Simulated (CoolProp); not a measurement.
Properties of carbon monoxide along the isotherm 149.8 K (Tc = 132.9 K, pc = 3498 kPa, ω = 0.050).

Computed with CoolProp (reference Helmholtz-energy equation of state, Lemmon 2006). It is a short technical equation, of lower accuracy than the large ones.

| p (kPa) | phase | cp (kJ/(kg K)) | cv (kJ/(kg K)) | isothermal compressibility (1/MPa) |
|---|---|---|---|---|
| 1090 | gas | 1.174 | 0.7662 | 0.9958 |
| 2190 | gas | 1.389 | 0.7959 | 0.5519 |
| 3280 | gas | 1.769 | 0.8344 | 0.4254 |
| 4370 | supercritical | 2.537 | 0.8881 | 0.3871 |
| 5470 | supercritical | 4.034 | 0.9529 | 0.3654 |
| 6560 | supercritical | 4.595 | 0.9652 | 0.2313 |
| 7650 | supercritical | 3.807 | 0.9391 | 0.1174 |
| 8750 | supercritical | 3.230 | 0.9225 | 0.07024 |
| 9840 | supercritical | 2.891 | 0.9148 | 0.04881 |
| 10900 | supercritical | 2.677 | 0.9115 | 0.03730 |
| 12000 | supercritical | 2.522 | 0.9103 | 0.02984 |
| 13100 | supercritical | 2.408 | 0.9105 | 0.02483 |
| 14200 | supercritical | 2.319 | 0.9114 | 0.02123 |
| 15300 | supercritical | 2.249 | 0.9127 | 0.01853 |
| 16400 | supercritical | 2.192 | 0.9143 | 0.01644 |
| 17500 | supercritical | 2.143 | 0.9160 | 0.01476 |

The peak of cp marks the crossing from liquid-like to gas-like fluid above the critical point.
